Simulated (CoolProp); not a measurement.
R152A along the isobar 3.7 MPa: Z from the reference equation and from simpler models built on Tc = 113.3 °C, pc = 4.517 MPa, ω = 0.275; each cubic takes its own stable root.

Model: reference Helmholtz-energy equation of state, Outcalt 1996, in CoolProp. It is a modified Benedict-Webb-Rubin equation, recast in Helmholtz form.

| T (°C) | phase | reference |
|---|---|---|
| -16.05 | liquid | 0.1141 |
| -6.35 | liquid | 0.1123 |
| 3.45 | liquid | 0.1107 |
| 13.15 | liquid | 0.1094 |
| 22.85 | liquid | 0.1084 |
| 32.55 | liquid | 0.1078 |
| 42.35 | liquid | 0.1076 |
| 52.05 | liquid | 0.1077 |
| 61.75 | liquid | 0.1084 |

Q: How far does each simpler model (van der Waals, Redlich-Kwong, Peng-Robinson) lie from the reference over these 9 states: mean and median of the absolute difference, and the worst?

A: 
- van der Waals: mean 78.5 %, median 78.4 %, worst +79.7 % at -16.05 °C and 3.7 MPa
- Redlich-Kwong: mean 26.4 %, median 25.9 %, worst +29.9 % at 61.75 °C and 3.7 MPa
- Peng-Robinson: mean 7.0 %, median 6.5 %, worst +9.3 % at 61.75 °C and 3.7 MPa
